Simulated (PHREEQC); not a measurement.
# Nickel, zinc or cadmium bath

Consider water at 40 °C with 0.097 mol/kgw Ni(NO3)2, 0.0096 mol/kgw NaOH and 0.0072 mol/kgw H2SO4. Closed to the air; pH follows from the charge balance.

All values are PHREEQC results (ion-association model, wateq4f.dat), not measurements.

Each row changes one thing in this solution. This is a speciation only: nothing precipitates in the calculation.

```
case                                    pH  ionic strength (mol/kgw)  SO4-2 (mol/kgw)  HSO4- (mol/kgw)  NaSO4- (mol/kgw)  SI of Mirabilite (Na2SO4:10H2O)
------------------------------------  ----  ------------------------  ---------------  ---------------  ----------------  -------------------------------
as made                               2.47                     0.296          0.00289         0.000470           3.72e-5                            -7.05
H2SO4 from 0.0072 to 0.00648 mol/kgw  2.62                     0.296          0.00265         0.000304           3.41e-5                            -7.09
Ni(NO3)2 left out                     2.53                         ?          0.00553          0.00150          0.000167                            -6.21
0.0022 mol/kgw NaNO3 added            2.47                     0.299          0.00290         0.000470           4.56e-5                            -6.87
NaOH from 0.0096 to 0.00192 mol/kgw   2.05                     0.296                ?          0.00112           6.73e-6                            -8.49
Ni(NO3)2 from 0.097 to 0.485 mol/kgw  2.47                      1.45          0.00108         0.000107           8.30e-6                            -7.84
```

What belongs in the gaps?


- Ni(NO3)2 left out, ionic strength (mol/kgw): 0.0183
- NaOH from 0.0096 to 0.00192 mol/kgw, SO4-2 (mol/kgw): 0.00262

The ionic strength passes 0.7 mol/kgw, the rough limit of the ion-association models, in Ni(NO3)2 from 0.097 to 0.485 mol/kgw. Away from 25 °C the constants follow the database's enthalpies or fits; those with neither stay at their 25 °C values.
